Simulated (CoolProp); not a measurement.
The fluid at 479.19 K and 0.773 MPa (gas) is heated at constant pressure to 518.6 K. The same conditions are run with several fluids, on thermodynamics alone (safety and materials aside).

The numbers come from the reference Helmholtz-energy equation of state of each fluid (normal hydrogen: Leachman 2009; cyclopentane: Gedanitz 2015; sulfur dioxide: Gao 2016) in CoolProp.

Problem. Rank normal hydrogen, cyclopentane, sulfur dioxide by heat (kJ/kg), highest first.

Solution. normal hydrogen (572), cyclopentane (87.0), sulfur dioxide (29.5)

```
fluid            final density (kg/m³)
---------------  ---------------------
normal hydrogen                  0.360
cyclopentane                      13.4
sulfur dioxide                    11.7
```
